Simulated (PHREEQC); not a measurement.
Make-up at 25 °C: 2.7 mmol/kgw HF and 2.4 mmol/kgw H2SiF6. Closed to the air; pH follows from the charge balance.

All values are PHREEQC results (ion-association model, phreeqc.dat), not measurements.

This is a speciation only: nothing precipitates in the calculation.

**Question.** Predict the pH, ionic strength.

**Answer.** pH 2.34; ionic strength 0.00717 mol/kgw.

**Question.** In which forms is Si present?

**Answer.** SiF6-2 92 %, H4SiO4 7.9 % of the Si.

The solution is supersaturated, for example in Quartz (slow to form), so a real one may precipitate; this is no full list. Complexes and solids missing from the database can't appear. SiF6-2 is the database's only silicon fluoride.
